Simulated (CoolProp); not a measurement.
Properties of fluorine along the isotherm -73.05 °C (Tc = -128.7 °C, pc = 5.240 MPa, ω = 0.045).

The numbers come from the reference Helmholtz-energy equation of state, de Reuck 1990 in CoolProp.

```
p (MPa)          phase  density (kg/m³)  cp (kJ/(kg K))  isothermal compressibility (1/MPa)  expansivity (1/kK)
-------  -------------  ---------------  --------------  ----------------------------------  ------------------
0.0249             gas           0.5690          0.7820                               40.18               5.007
0.0471             gas            1.077          0.7827                               21.25               5.015
0.0893             gas            2.043          0.7840                               11.22               5.030
0.169              gas            3.874          0.7865                               5.939               5.060
0.321              gas            7.383          0.7913                               3.137               5.118
0.609              gas            14.10          0.8007                               1.665               5.231
1.15               gas            26.95          0.8192                              0.8928               5.454
2.19               gas            52.61          0.8582                              0.4808               5.924
4.15               gas            104.6          0.9452                              0.2657               6.949
7.86     supercritical            216.9           1.165                              0.1512               9.371
```
